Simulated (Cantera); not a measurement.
**Ta2O5 + H2 (hydrogen reduction and annealing atmospheres)**

Feed: 1 mol Ta2O5, 3.8 mol H2, at 0.0200 bar.

These are equilibrium values from Cantera (NASA tables, ideal gas, pure condensed phases), not measurements of a reactor. Candidate condensed phases: H2O, Ta, Ta2O5; 12 gas species. Mutual solubility and eutectic melting of coexisting phases are not modelled. Condensed phases not in the tables: N, O or C dissolved in the metal. Kinetics and transport are ignored.

```tsv
T (°C)	log p H2	log p H	log p H2O	log p TaO2	log p OH	log p TaO	n Ta2O5(s)	n Ta(s)
1175	-1.70	-5.88	-5.91	-11.82	-11.72	-12.48	1.000	0
1200	-1.70	-5.75	-5.82	-11.46	-11.46	-12.12	1.000	0
1225	-1.70	-5.61	-5.73	-11.11	-11.20	-11.77	1.000	0
1250	-1.70	-5.49	-5.65	-10.77	-10.94	-11.44	1.000	0
1275	-1.70	-5.36	-5.56	-10.44	-10.70	-11.12	1.000	0.000208
1300	-1.70	-5.24	-5.48	-10.12	-10.47	-10.80	1.000	0.000250
1325	-1.70	-5.12	-5.41	-9.82	-10.24	-10.50	1.000	0.000299
1350	-1.70	-5.01	-5.33	-9.52	-10.02	-10.21	1.000	0.000355
1375	-1.70	-4.90	-5.26	-9.23	-9.81	-9.92	1.000	0.000420
1400	-1.70	-4.79	-5.19	-8.95	-9.60	-9.65	1.000	0.000494
```
log p: log10 of the partial pressure in bar; n: condensed amount in mol.

From 1175 °C to 1250 °C the condensed part is Ta2O5(s). From 1275 °C to 1400 °C the condensed part is Ta(s) + Ta2O5(s).
